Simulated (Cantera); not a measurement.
Input: 1 mol SiO2, 2.7 mol CO, 0.14 mol H2, 2.7 mol CH4, at 1330 Pa.

Method: chemical equilibrium by Gibbs-energy minimisation in Cantera with the NASA 1993 tables (ideal gas, pure condensed phases). Candidate condensed phases: C, C6H6, C7H8, C8H18, H2O, Si, SiC, SiO2; 123 gas species. Gases not in the tables: Si2H6 and higher silanes. The numbers say what is thermodynamically allowed, not how fast it happens.

Over these rows the condensed part is SiC(s). Partial pressures as log10 of bar:

| T (K) | 1000/T (1/K) | log p Si | log p H2 | log p CO | log p SiO |
|---|---|---|---|---|---|
| 1725 | 0.5797 | -7.33 | -2.14 | -2.23 | -3.71 |
| 1825 | 0.5479 | -6.54 | -2.14 | -2.23 | -3.71 |
| 1925 | 0.5195 | -5.83 | -2.15 | -2.23 | -3.71 |
| 2025 | 0.4938 | -5.20 | -2.15 | -2.23 | -3.72 |
| 2125 | 0.4706 | ? | -2.16 | -2.23 | -3.73 |
| 2225 | 0.4494 | -4.13 | -2.17 | -2.24 | -3.79 |

Fit log p(Si) = a + b·(1000/T) to the five rows, give the apparent enthalpy, and predict the row at 2125 K.

Means: 1000/T = 0.5181, log p = -5.806. Sxy = -0.245652, Sxx = 0.0099947, so b = -24.58 and a = -5.806 − (-24.58)×0.5181 = 6.93.
Apparent enthalpy: −19.145 × (-24.58) = 471 kJ/mol. With the condensed phases at unit activity, 1/2 SiC(s) + 1/2 SiO(g) = Si(g) + 1/2 CO(g) links this pressure to the main gases: over the six rows their terms move log p by -0.03 in all, so the slope is close to that reaction's ΔH°. The five rows lie within 0.01 of the line.
Prediction at 2125 K: 6.93 + (-24.58)×0.4706 = -4.64. The computed value is -4.63, 0.01 from the line.
